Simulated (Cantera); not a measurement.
A perfectly stirred reactor is fed with C3H8 : H2 = 1 : 16 (molar parts), at 6.98 Torr; it is held at 1425 K, and followed from long to short residence time.

Computed with Cantera and GRI-Mech 3.0 (53 species, 325 reactions). GRI-Mech 3.0 was tuned for natural gas; its chemistry of propane as a main component is partial and can be far from experiment. GRI-Mech 3.0 stops at C3 and has no aromatics, soot or wall deposition, so with more carbon than oxygen in the feed, carbon stays in small species such as C2H2 where larger ones or solid carbon would form. Radical loss at walls, strong at low pressure, is not modelled.

| quantity | before | after |
|---|---|---|
| x(C3H8) at τ = 1.60 s | 8.24e-5 | 0.000174 |
| x(H2) at τ = 1.60 s | 0.897 | 0.809 |
| x(CH4) at τ = 1.60 s | 0.0470 | 0.0791 |
| x(CH2) at τ = 1.60 s | 8.00e-8 | 1.18e-7 |
| x(C2H6) at τ = 1.60 s | 1.99e-5 | 5.62e-5 |
| x(C3H8) at τ = 79.0 ms | 0.00101 | 0.00221 |
| x(H2) at τ = 79.0 ms | 0.891 | 0.789 |
| x(CH4) at τ = 79.0 ms | 0.0553 | 0.104 |
| x(CH2) at τ = 79.0 ms | 2.93e-7 | 4.56e-7 |
| x(C2H6) at τ = 79.0 ms | 7.14e-5 | 0.000244 |

Task: Which change was made?
A) temperature 1425 to 1125 K
B) H2 16 to 6.8 parts
C) temperature 1425 to 1625 K
D) temperature 1425 to 1550 K

Result: B, H2 16 to 6.8 parts
